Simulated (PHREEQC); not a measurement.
1 kg of water holding 0.038 mol/kgw NaCl and 0.2 mol/kgw K2SO4 is evaporated at 40 °C; the solids stay in contact with the brine. No CO2 enters from the air. Solids allowed: Arcanite, Glaserite, Halite, Mirabilite, Misenite, Sylvite, Thenardite. Others were left out.

Base run: PHREEQC, Pitzer model, pitzer.dat. Each further column changes one thing. The table gives water activity.

| H2O removed (mol) | base | temperature from 40 to 50 °C | temperature from 40 to 75 °C |
|---|---|---|---|
| 0 | 0.991 | 0.991 | 0.991 |
| 24.69 | 0.984 | 0.984 | 0.984 |
| 38.4 | 0.973 | 0.973 | 0.973 |
| 46.01 | 0.965 | 0.962 | 0.955 |
| 50.23 | 0.959 | 0.955 | … |
| 52.58 | 0.947 | 0.944 | … |
| 53.88 | 0.928 | 0.925 | … |
| 54.6 | 0.902 | 0.900 | … |
| 55.01 | 0.845 | 0.843 | … |
| 55.23 | 0.784 | 0.772 | … |

Question: Complete the blanks.

Answer: 
- 50.23, temperature from 40 to 75 °C: 0.949
- 52.58, temperature from 40 to 75 °C: 0.937
- 53.88, temperature from 40 to 75 °C: 0.916
- 54.6, temperature from 40 to 75 °C: 0.889
- 55.01, temperature from 40 to 75 °C: 0.836
- 55.23, temperature from 40 to 75 °C: 0.736

Away from 25 °C the constants follow the database's enthalpies or fits; those with neither stay at their 25 °C values.
